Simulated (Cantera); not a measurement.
Cantera run:

```python
import numpy as np
import cantera as ct

gas_names = """
    C CH CH2 CH3 CH2OH CH3O CH4 CH3OH CN CO CO2 COOH C2 C2H CHCO,ketyl C2H2,acetylene C2H2,vinylidene
    CH2CO,ketene C2H3,vinyl CH3CN CH3CO,acetyl C2H4 C2H4O,ethylen CH3CHO,ethanal CH3COOH (HCOOH)2 C2H5
    C2H6 CH3OCH3 C2H5OH CCN CNC C2N2 C2O C3 C3H3,propargyl C3H4,allene C3H4,propyne C3H4,cyclo-
    C3H5,allyl C3H6,propylene C3H6,cyclo- C3H6O C3H7,n-propyl C3H7,i-propyl C3H8 C3H8O,1propanol
    C3H8O,2propanol C3O2 C4 C4H2 C4H4,1,3-cyclo- C4H6,butadiene C4H6,2-butyne C4H6,cyclo- C4H8,1-butene
    C4H8,cis2-buten C4H8,tr2-butene C4H8,isobutene C4H8,cyclo- (CH3COOH)2 C4H9,n-butyl C4H9,i-butyl
    C4H9,s-butyl C4H9,t-butyl C4H10,isobutane C4H10,n-butane C4N2 C5 C5H6,1,3cyclo- C5H8,cyclo-
    C5H10,1-pentene C5H10,cyclo- C5H11,pentyl C5H11,t-pentyl C5H12,n-pentane C5H12,i-pentane
    CH3C(CH3)2CH3 C6H2 C6H5,phenyl C6H5O,phenoxy C6H6 C6H5OH,phenol C6H10,cyclo- C6H12,1-hexene
    C6H12,cyclo- C6H13,n-hexyl C7H7,benzyl C7H8 C7H8O,cresol C7H14,1-heptene C7H15,n-heptyl
    C7H16,n-heptane C8H8,styrene C8H10,ethylbenz C8H16,1-octene C8H17,n-octyl C8H18,isooctane
    C8H18,n-octane C9H19,n-nonyl C10H8,naphthale C10H21,n-decyl C12H9,o-bipheny C12H10,bipheny H HCN HCO
    HCCN HNC HNCO HNO HNO2 HNO3 HO2 H2 HCHO,formaldehy HCOOH H2O H2O2 N NCO NH NH2 NH3 NH2OH NO NO2 NO3
    N2 N2H2 N2H4 N2O O OH O2 O3 Si SiC SiC2 SiC4H12 SiH SiH2 SiH3 SiH4 SiN SiO SiO2 Si2 Si2C Si2N Si3
""".split()
cond_names = """
    C(gr) C6H6(L) C7H8(L) C8H18(L),n-octa H2O(s) H2O(L) Si(cr) Si(L) SiC(b) SiO2(Lqz) SiO2(hqz) SiO2(L)
    Si2N2O(s) Si3N4(a)
""".split()


def load(file, names, dense=False):
    # The tables refer to 1 bar. Condensed volumes are neglected.
    table = {s.name: s for s in ct.Species.list_from_file(file)}
    out = []
    for n in names:
        d = dict(table[n].input_data)
        d["thermo"] = dict(d["thermo"], **{"reference-pressure": 1e5})
        if dense:
            d["equation-of-state"] = {"model": "constant-volume", "density": "1e6 g/cm^3"}
        out.append(ct.Species.from_dict(d))
    return out


gas = ct.Solution(thermo="ideal-gas", species=load("nasa_gas.yaml", gas_names))
cond = {s.name: ct.Solution(thermo="fixed-stoichiometry", species=[s], name=s.name)
        for s in load("nasa_condensed.yaml", cond_names, dense=True)}
atoms = {
    'Si3N4': {'Si': 3, 'N': 4},
    'CO2': {'C': 1, 'O': 2},
    'H2': {'H': 2},
    'O2': {'O': 2},
}
top_T = {'C(gr)': 4500, 'SiC(b)': 3050, 'Si2N2O(s)': 2100, 'Si3N4(a)': 2400}  # K; cautious upper limits of use, not melting points


def equilibrate(T, P, feed):
    n = {}
    for name, mol in feed.items():
        for a, k in atoms[name].items():
            n[a] = n.get(a, 0.0) + k * mol
    gas.TPX = T, P, n
    mass = sum(n.values()) * gas.mean_molecular_weight
    gas.equilibrate("TP")
    valid = [c for c in cond.values() if c.min_temp <= T <= top_T.get(c.name, c.max_temp)]
    mix = ct.Mixture([(gas, mass / gas.mean_molecular_weight)] + [(c, 0.0) for c in valid])
    mix.T, mix.P = T, P
    mix.equilibrate("TP", solver="gibbs", rtol=1e-10, max_steps=50000)
    return mix


results = []
feed = {'Si3N4': 1, 'CO2': 1.2, 'H2': 13, 'O2': 0.009}  # mol
T = 1323  # K
P = 46000  # Pa
mix = equilibrate(T, P, feed)
results.append((T, P, feed, dict(zip(mix.species_names, mix.species_moles))))
print(gas.report(threshold=1e-06))
for i in range(1, mix.n_phases):
    print(f"{mix.phase(i).name:16s} {mix.phase_moles(i):12.5e} mol")
```

Result:

```
       temperature   1323 K
          pressure   46000 Pa
           density   0.017708 kg/m^3
  mean mol. weight   4.2346 kg/kmol
   phase of matter   gas

                          1 kg             1 kmol
                     ---------------   ---------------
          enthalpy         6.194e+06        2.6229e+07  J
   internal energy        3.5963e+06        1.5229e+07  J
           entropy             44904        1.9015e+05  J/K
    Gibbs function       -5.3214e+07       -2.2534e+08  J
 heat capacity c_p            7555.8             31996  J/K
 heat capacity c_v            5592.3             23682  J/K

                      mass frac. Y      mole frac. X     chem. pot. / RT
                     ---------------   ---------------   ---------------
               CH4         0.0098833         0.0026087           -40.188
                CO           0.26698          0.040363           -40.417
               CO2        3.0774e-05        2.9611e-06           -78.869
                 H        5.3194e-07        2.2347e-06           -9.5559
               HCN        0.00032563        5.1022e-05           -26.294
                H2           0.43485            0.9134           -19.112
               H2O        0.00052889        0.00012432           -57.564
               NH3        3.8143e-05        9.4841e-06           -43.442
                N2           0.28735          0.043436           -29.548
     [ +142 minor]        1.3799e-05        2.1448e-06

C(gr)             5.91169e-01 mol
Si(cr)            0.00000e+00 mol
SiC(b)            0.00000e+00 mol
SiO2(hqz)         2.30034e-01 mol
Si2N2O(s)         1.38498e+00 mol
Si3N4(a)          0.00000e+00 mol
```

These are equilibrium values from Cantera (NASA tables, ideal gas, pure condensed phases), not measurements of a reactor. Mutual solubility and eutectic melting of coexisting phases are not modelled. The tables hold silica as quartz up to 1696 K and as liquid above; real silica turns to tridymite and cristobalite and melts near 1996 K.
